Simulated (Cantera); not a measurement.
**Hydrocarbon pyrolysis for carbon deposition**

A perfectly stirred reactor is fed with 0.826 % C₂H₆, 99.2 % N₂, at 10.00 Torr; it is held at 1350 K, and followed from long to short residence time.

Computed with Cantera and GRI-Mech 3.0 (53 species, 325 reactions). GRI-Mech 3.0 stops at C3 and has no aromatics, soot or wall deposition, so with more carbon than oxygen in the feed, carbon stays in small species such as C2H2 where larger ones or solid carbon would form. Radical loss at walls, strong at low pressure, is not modelled.

| τ (s) | x C₂H₆ | x C₂H₄ | x C₂H₂ | x HCN | x H | x H₂ | x CH₃ |
|---|---|---|---|---|---|---|---|
| 8.9 | 4.13e-5 | 0.000224 | 0.00724 | 1.05e-6 | 2.80e-5 | 0.0141 | 4.94e-5 |
| 2.6 | 0.000119 | 0.000585 | 0.00662 | 7.20e-7 | 3.30e-5 | 0.0130 | 8.34e-5 |
| 0.75 | 0.000353 | 0.00142 | 0.00540 | 4.78e-7 | 3.76e-5 | 0.0113 | 0.000141 |
| 0.22 | 0.00103 | 0.00278 | 0.00338 | 3.12e-7 | 3.95e-5 | 0.00865 | 0.000238 |
| 0.064 | 0.00285 | 0.00344 | 0.00118 | 1.82e-7 | 3.56e-5 | 0.00524 | 0.000378 |
| 0.018 | 0.00584 | 0.00187 | 0.000139 | 8.15e-8 | 2.53e-5 | 0.00198 | 0.000431 |
| 0.0054 | 0.00769 | 0.000395 | 4.58e-6 | 1.83e-8 | 1.24e-5 | 0.000380 | 0.000258 |
| 0.0016 | 0.00818 | 2.67e-5 | 2.22e-8 | 2.70e-10 | 2.54e-6 | 2.44e-5 | 9.35e-5 |
x: mole fraction; the columns are a selection and need not sum to one.
